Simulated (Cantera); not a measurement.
An adiabatic, constant-volume homogeneous reactor starts with 10.4 % CH4, 18.8 % O2, 70.8 % N2, equivalence ratio 1.1, at 1498 K and 750 Torr.

Model: GRI-Mech 3.0 (53 species, 325 reactions), integrated in Cantera.

x: mole fraction; the columns are a selection and need not sum to one.

```
t (s)     T (K)  P (bar)   x CH4    x O2    x CH2O     x C2H   x CH2CO     x NO2      x O
--------  -----  -------  ------  ------  --------  --------  --------  --------  -------
8.00e-6    1498    1.000   0.104   0.188   2.87e-8    <1e-12    <1e-12    <1e-12  4.81e-9
1.80e-5    1498    1.000   0.104   0.188         ?    <1e-12    <1e-12    <1e-12        ?
4.04e-5    1498    1.000   0.104   0.188         ?    <1e-12    <1e-12    <1e-12        ?
9.09e-5    1498    1.000   0.103   0.188   6.38e-6    <1e-12  3.49e-12    <1e-12  2.88e-8
0.000204   1498     1.00   0.103   0.188   4.79e-5    <1e-12  5.59e-10    <1e-12  8.97e-8
0.000460   1501     1.00   0.103   0.188  0.000330    <1e-12   8.90e-8    <1e-12  2.87e-7
0.00103    1554     1.04  0.0929   0.181   0.00255  4.08e-11   2.94e-5  2.22e-12  3.20e-6
0.00232    2922     2.08  <1e-12  0.0146   1.38e-9    <1e-12    <1e-12   2.39e-6  0.00724
0.00522    2922     2.08  <1e-12  0.0146   1.39e-9    <1e-12    <1e-12   2.43e-6  0.00722
0.0117     2922     2.08  <1e-12  0.0146   1.39e-9    <1e-12    <1e-12   2.43e-6  0.00722
0.0264     2922     2.08  <1e-12  0.0146   1.39e-9    <1e-12    <1e-12   2.43e-6  0.00722
0.0594     2922     2.08  <1e-12  0.0146   1.39e-9    <1e-12    <1e-12   2.43e-6  0.00722
0.133      2922     2.08  <1e-12  0.0146   1.39e-9    <1e-12    <1e-12   2.43e-6  0.00722
0.300      2922     2.08  <1e-12  0.0146   1.39e-9    <1e-12    <1e-12   2.43e-6  0.00722
```

Question: Some entries are withheld; supply them.

Answer: 
- 1.80e-5, x CH2O: 1.59e-7
- 1.80e-5, x O: 6.66e-9
- 4.04e-5, x CH2O: 9.47e-7
- 4.04e-5, x O: 1.18e-8
